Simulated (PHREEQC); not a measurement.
Consider water at 20 °C with 0.024 mol NaH2PO4 and 0.0028 mol Na2SO4 per kg of water. Closed to the air; pH follows from the charge balance.

All values are PHREEQC results (ion-association model, wateq4f.dat), not measurements.

```tsv
quantity	before	after
pH	4.62	4.64
ionic strength (mol/kgw)	0.0321	0.0321
SO4-2 (mol/kgw)	0.00260	0.00256
NaSO4- (mol/kgw)	0.000193	0.000232
HPO4-2 (mol/kgw)	9.63e-5	0.000133
H3PO4 (mol/kgw)	6.80e-5	0.000102
SI of Mirabilite (Na2SO4:10H2O)	-4.72	-6.65
```

Question: Which change was made?
A. diluted 10-fold with water
B. NaH2PO4 from 0.024 to 0.0048 mol/kgw
C. NaH2PO4 from 0.024 to 0.0264 mol/kgw
D. temperature from 20 to 65 °C
E. NaH2PO4 from 0.024 to 0.12 mol/kgw

Answer: D, temperature from 20 to 65 °C

No solid was allowed to form. H3PO4, which wateq4f.dat lacks, is added to it with the constant of phreeqc.dat. Away from 25 °C the constants follow the database's enthalpies or fits; those with neither stay at their 25 °C values.
